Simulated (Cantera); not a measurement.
A Cantera script and what it prints.

```python
import numpy as np
import cantera as ct

gas_names = """
    H HNO HNO2 HNO3 HO2 H2 H2O H2O2 N NH NH2 NH3 NH2OH NO NO2 NO3 N2 N2H2 N2H4 N2O O OH O2 O3 Si SiH
    SiH2 SiH3 SiH4 SiN SiO SiO2 Si2 Si2N Si3
""".split()
cond_names = """
    H2O(s) H2O(L) Si(cr) Si(L) SiO2(Lqz) SiO2(hqz) SiO2(L) Si2N2O(s) Si3N4(a)
""".split()


def load(file, names, dense=False):
    # The tables refer to 1 bar. Condensed volumes are neglected.
    table = {s.name: s for s in ct.Species.list_from_file(file)}
    out = []
    for n in names:
        d = dict(table[n].input_data)
        d["thermo"] = dict(d["thermo"], **{"reference-pressure": 1e5})
        if dense:
            d["equation-of-state"] = {"model": "constant-volume", "density": "1e6 g/cm^3"}
        out.append(ct.Species.from_dict(d))
    return out


gas = ct.Solution(thermo="ideal-gas", species=load("nasa_gas.yaml", gas_names))
cond = {s.name: ct.Solution(thermo="fixed-stoichiometry", species=[s], name=s.name)
        for s in load("nasa_condensed.yaml", cond_names, dense=True)}
atoms = {
    'SiH4': {'Si': 1, 'H': 4},
    'H2O': {'H': 2, 'O': 1},
    'N2': {'N': 2},
}
top_T = {'Si2N2O(s)': 2100, 'Si3N4(a)': 2400}  # K; cautious upper limits of use, not melting points


def equilibrate(T, P, feed):
    n = {}
    for name, mol in feed.items():
        for a, k in atoms[name].items():
            n[a] = n.get(a, 0.0) + k * mol
    gas.TPX = T, P, n
    mass = sum(n.values()) * gas.mean_molecular_weight
    gas.equilibrate("TP")
    valid = [c for c in cond.values() if c.min_temp <= T <= top_T.get(c.name, c.max_temp)]
    mix = ct.Mixture([(gas, mass / gas.mean_molecular_weight)] + [(c, 0.0) for c in valid])
    mix.T, mix.P = T, P
    mix.equilibrate("TP", solver="vcs", rtol=1e-11, max_steps=5000)
    return mix


results = []
T = 1925  # K
P = 230  # Pa
for m in [0.39, 0.53, 0.73, 1, 1.4, 1.9, 2.5, 3.5, 4.7, 6.5, 8.9, 12, 17]:
    feed = {'SiH4': 1, 'H2O': m, 'N2': 6.6}  # mol
    mix = equilibrate(T, P, feed)
    results.append((T, P, feed, dict(zip(mix.species_names, mix.species_moles))))

top = {s: max(r[3][s] / sum(r[3][g] for g in gas_names) for r in results) for s in gas_names}
cols = sorted((s for s in top if top[s] > 0.001), key=lambda s: -top[s])[:7]
seen = [c for c in cond_names if any(r[3].get(c, 0) > 1e-12 for r in results)]
print("log10 of partial pressures in bar; condensed amounts in mol")
print(f"{'n(H2O)':>10s}" + "".join(f"{s[:9]:>10s}" for s in cols + seen))
for T, P, feed, n in results:
    ng = sum(n[g] for g in gas_names)
    print(f"{feed['H2O']:10.4g}" + "".join(f"{np.log10(max(n[s] / ng * P / 1e5, 1e-99)):10.3f}" for s in cols)
          + "".join(f"{n.get(c, 0):10.4g}" for c in seen))
```

Result:

```
log10 of partial pressures in bar; condensed amounts in mol
    n(H2O)        N2       H2O        H2       SiO         H        Si        OH     Si(L)   SiO2(L)
      0.39    -2.797   -10.344    -3.246    -4.025    -4.643    -4.759   -12.804    0.5315         0
      0.53    -2.809   -10.212    -3.234    -3.905    -4.637    -4.759   -12.677    0.3892         0
      0.73    -2.827   -10.075    -3.219    -3.783    -4.629    -4.759   -12.548    0.1858         0
         1    -2.846    -7.341    -3.197    -3.666    -4.618    -7.354    -9.826         0         0
       1.4    -2.860    -4.162    -3.200    -3.711    -4.620   -10.581    -6.645         0   0.06935
       1.9    -2.868    -3.958    -3.169    -3.883    -4.604   -10.925    -6.457         0    0.3617
       2.5    -2.882    -3.742    -3.155    -4.085    -4.597   -11.330    -6.248         0    0.5854
       3.5    -2.913    -3.492    -3.165    -4.345    -4.602   -11.850    -5.993         0    0.7557
       4.7    -2.950    -3.314    -3.194    -4.552    -4.616   -12.263    -5.800         0    0.8343
       6.5    -3.004    -3.160    -3.241    -4.753    -4.640   -12.667    -5.622         0    0.8821
       8.9    -3.066    -3.043    -3.301    -4.930    -4.670   -13.020    -5.476         0    0.9092
        12    -3.137    -2.955    -3.369    -5.086    -4.704   -13.333    -5.353         0    0.9253
        17    -3.230    -2.874    -3.461    -5.258    -4.750   -13.677    -5.227         0    0.9374
```

Equilibrium computed with Cantera from the NASA thermochemical tables; the gas is ideal and each condensed phase is pure. The tables' values for SiN, SiO2 are old estimates; treat these amounts as uncertain. The tables hold silica as quartz up to 1696 K and as liquid above; real silica turns to tridymite and cristobalite and melts near 1996 K. Gases not in the tables: Si2H6 and higher silanes.
